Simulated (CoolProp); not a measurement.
Vapour-liquid equilibrium of isobutene (1) + n-octane (2) at 14.6 kPa; x and y are mole fractions of (1).

Computed with CoolProp (multi-fluid Helmholtz-energy mixture model, Lemmon 2005 and Beckmüller 2019; pair parameters Bell 2016).

Q: Give the bubble temperature and the first vapour's composition at x = 0.05, 0.35, 0.65. Is there an azeotrope?

A: x = 0.05: 293.0 K, y = 0.908; x = 0.35: 245.2 K, y = 0.998; x = 0.65: 233.1 K, y = 1.000. No azeotrope shows between x = 0.05 and 0.95.

The pair parameters rest on a limited set of measurements; away from them the model extrapolates.
